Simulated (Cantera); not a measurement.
**Silicon epitaxy and polysilicon growth: Si2Cl6 + H2 + Cl2**

Feed: 1 mol Si2Cl6, 10 mol H2, a varied amount of Cl2, held at 900 Torr.

Equilibrium computed with Cantera from the NASA thermochemical tables; the gas is ideal and each condensed phase is pure. Candidate condensed phases: Si; 19 gas species. The feed counts by its element totals alone. The tables' values for SiCl3 are old estimates. The numbers say what is thermodynamically allowed, not how fast it happens.

Map the stable condensed phases over T = 927, 977, 1027, 1077, 1127, 1177, 1227, 1277, 1327, 1377, 1427 °C and n(Cl2) in mol = 0.04, 0.094, 0.15, 0.2, 0.26, 0.31, 0.36, 0.42, 0.47, 0.53, 0.58, 0.63, 0.69.


```
T in °C \ n(Cl2) in mol
          0.04 0.094  0.15   0.2  0.26  0.31  0.36  0.42  0.47  0.53  0.58  0.63  0.69
   1427      A     A     A     A     B     B     B     B     B     B     B     B     B
   1377      A     A     A     A     A     B     B     B     B     B     B     B     B
   1327      A     A     A     A     A     A     A     B     B     B     B     B     B
   1277      A     A     A     A     A     A     A     A     B     B     B     B     B
   1227      A     A     A     A     A     A     A     A     A     A     B     B     B
   1177      A     A     A     A     A     A     A     A     A     A     A     A     B
   1127      A     A     A     A     A     A     A     A     A     A     A     A     A
   1077      A     A     A     A     A     A     A     A     A     A     A     A     A
   1027      A     A     A     A     A     A     A     A     A     A     A     A     A
    977      A     A     A     A     A     A     A     A     A     A     A     A     A
    927      A     A     A     A     A     A     A     A     A     A     A     A     A
```
A: Si; B: gas only.
